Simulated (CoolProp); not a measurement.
Aqueous calcium chloride as a coolant, 11 % by mass, freezing at -6.7 °C, 1 atm.

The numbers come from the Melinder's fits for secondary coolants in CoolProp.

```csv
T (°C),density (kg/m³),Prandtl number,conductivity (W/(m K)),viscosity (mPa s)
-5.4,1099,17.5,0.546,2.73
0.3,1098,14.4,(withheld),2.27
6,1097,(withheld),0.564,1.92
11.6,1096,10.2,0.572,1.65
17.3,1096,(withheld),0.581,1.43
23,1095,7.54,0.590,1.25
28.6,1093,6.61,0.599,(withheld)
34.3,1091,5.83,0.608,0.989
40,1088,(withheld),(withheld),0.889
```

Problem. Fill in the missing entries.

Solution. 
- 0.3, conductivity (W/(m K)): 0.555
- 6, Prandtl number: 12.0
- 17.3, Prandtl number: 8.70
- 28.6, viscosity (mPa s): 1.11
- 40, Prandtl number: 5.18
- 40, conductivity (W/(m K)): 0.617
